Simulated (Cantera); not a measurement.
What does this Cantera script print?

```python
import numpy as np
import cantera as ct

gas_names = [...]  # 87 gases of nasa_gas.yaml made of C, H, Si
cond_names = """
    C(gr) C6H6(L) C7H8(L) C8H18(L),n-octa Si(cr) Si(L) SiC(b)
""".split()


# ... load() reads the species with a 1 bar reference pressure and builds the phases ...
atoms = {
    'CH3SiH3': {'C': 1, 'H': 6, 'Si': 1},
    'H2': {'H': 2},
}
top_T = {'C(gr)': 4500, 'SiC(b)': 3050}  # K; cautious upper limits of use, not melting points


# ... equilibrate(T, P, feed) seeds the gas with the atoms and calls Mixture.equilibrate('TP', solver="gibbs", rtol=1e-10, max_steps=50000) ...
results = []
feed = {'CH3SiH3': 1, 'H2': 1.5}  # mol
P = 120  # Pa
for T in [1525, 1575, 1625, 1675, 1725, 1775, 1825, 1875, 1925, 1975, 2025, 2075, 2125]:
    mix = equilibrate(T, P, feed)
    results.append((T, P, feed, dict(zip(mix.species_names, mix.species_moles))))

top = {s: max(r[3][s] / sum(r[3][g] for g in gas_names) for r in results) for s in gas_names}
cols = sorted((s for s in top if top[s] > 1e-06), key=lambda s: -top[s])[:7]
seen = [c for c in cond_names if any(r[3].get(c, 0) > 1e-12 for r in results)]
print("log10 of partial pressures in bar; condensed amounts in mol")
print(f"{'T/K':>10s}" + "".join(f"{s[:9]:>10s}" for s in cols + seen))
for T, P, feed, n in results:
    ng = sum(n[g] for g in gas_names)
    print(f"{T:10.4g}" + "".join(f"{np.log10(max(n[s] / ng * P / 1e5, 1e-99)):10.3f}" for s in cols)
          + "".join(f"{n.get(c, 0):10.4g}" for c in seen))
```

Result:

```
log10 of partial pressures in bar; condensed amounts in mol
       T/K        H2         H        Si C2H2,acet      SiC2      Si2C       SiH     C(gr)    SiC(b)
      1525    -2.921    -6.087    -9.009    -9.460   -13.297   -11.742   -10.007         0         1
      1575    -2.921    -5.842    -8.594    -8.924   -12.413   -11.168    -9.676         0         1
      1625    -2.922    -5.612    -8.180    -8.470   -11.609   -10.605    -9.342         0         1
      1675    -2.922    -5.396    -7.783    -8.061   -10.863   -10.068    -9.019         0    0.9999
      1725    -2.923    -5.193    -7.406    -7.682   -10.164    -9.561    -8.712         0    0.9998
      1775    -2.924    -5.001    -7.049    -7.327    -9.506    -9.081    -8.422         0    0.9996
      1825    -2.926    -4.819    -6.712    -6.993    -8.885    -8.629    -8.149         0    0.9992
      1875    -2.929    -4.648    -6.394    -6.678    -8.297    -8.202    -7.891         0    0.9983
      1925    -2.933    -4.486    -6.092    -6.380    -7.741    -7.797    -7.648         0    0.9966
      1975    -2.939    -4.333    -5.792    -6.126    -7.226    -7.401    -7.404  0.000546    0.9931
      2025    -2.947    -4.189    -5.456    -5.990    -6.789    -6.973    -7.123  0.005715    0.9847
      2075    -2.958    -4.053    -5.137    -5.864    -6.374    -6.567    -6.858    0.0179     0.967
      2125    -2.973    -3.927    -4.833    -5.749    -5.978    -6.180    -6.608   0.04414    0.9305
```

Cantera equilibrium calculation (NASA polynomials, part measured and part estimated; ideal gas, pure solids and liquids). The feed counts by its element totals alone. Gases not in the tables: Si2H6 and higher silanes.
